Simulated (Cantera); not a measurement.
Standard-state values (1 bar) from the NASA 1993 polynomials, evaluated with Cantera. Values are per mole of reaction as written; species without (g) are pure solids or liquids, kept so even where they would boil at 1 bar.

Task: Between 300 and 2098 K, where is each reaction favourable under standard conditions?
- 2 Pb + O2(g) ⇌ 2 PbO(g)
- 2 B + O2(g) ⇌ B2O2(g)
- Nb + O2(g) ⇌ NbO2

Result: 
- 2 Pb + O2(g) ⇌ 2 PbO(g): ΔG° is 97 kJ at 300 K and -97 kJ at 2098 K; it changes sign between 300 and 1423 K. ΔH° is 97 kJ and ΔS° 92 J/K at 2098 K.
- 2 B + O2(g) ⇌ B2O2(g): ΔG° is -464 kJ at 300 K and -503 kJ at 2098 K; it stays negative (K > 1). ΔH° is -469 kJ and ΔS° 16 J/K at 2098 K.
- Nb + O2(g) ⇌ NbO2: ΔG° is -739 kJ at 300 K and -437 kJ at 2098 K; it stays negative (K > 1). ΔH° is -762 kJ and ΔS° -155 J/K at 2098 K.
